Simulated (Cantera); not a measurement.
## CaCl2 + HCl + N2 (halide evaporation, hydrolysis and transport)

Feed: 1 mol CaCl2, 0.58 mol HCl, 1.5 mol N2, at 0.615 Torr.

These are equilibrium values from Cantera (NASA tables, ideal gas, pure condensed phases), not measurements of a reactor. Candidate condensed phases: Ca, CaCl2, NH4Cl; 16 gas species. The numbers say what is thermodynamically allowed, not how fast it happens.

| T (K) | x N2 | x CaCl2 | x HCl | x Cl | x H | x H2 | x CaCl | n CaCl2(l) |
|---|---|---|---|---|---|---|---|---|
| 1148 | 0.719 | 0.00242 | 0.278 | 9.03e-5 | 1.70e-8 | 4.61e-5 | 2.14e-12 | 0.995 |
| 1298 | 0.672 | 0.0678 | 0.259 | 0.000511 | 6.00e-7 | 0.000257 | 3.82e-9 | 0.849 |
| 1448 | 0.487 | 0.324 | 0.186 | 0.00169 | 9.33e-6 | 0.000840 | 5.89e-7 | 0 |
| 1598 | 0.486 | 0.324 | 0.183 | 0.00528 | 9.46e-5 | 0.00259 | 8.31e-6 | 0 |
| 1748 | 0.484 | 0.322 | 0.174 | 0.0134 | 0.000636 | 0.00635 | 7.48e-5 | 0 |
| 1898 | 0.479 | 0.319 | 0.157 | 0.0288 | 0.00307 | 0.0126 | 0.000482 | 0 |
| 2048 | 0.471 | 0.311 | 0.131 | 0.0536 | 0.0111 | 0.0200 | 0.00240 | 0 |
| 2198 | 0.455 | 0.293 | 0.0979 | 0.0894 | 0.0301 | 0.0240 | 0.00941 | 0 |
x: gas mole fraction; n: condensed amount in mol.

From 1148 K to 1298 K the condensed part is CaCl2(l). From 1448 K to 2198 K nothing is condensed. The main Ca-bearing gas is CaCl2 throughout.
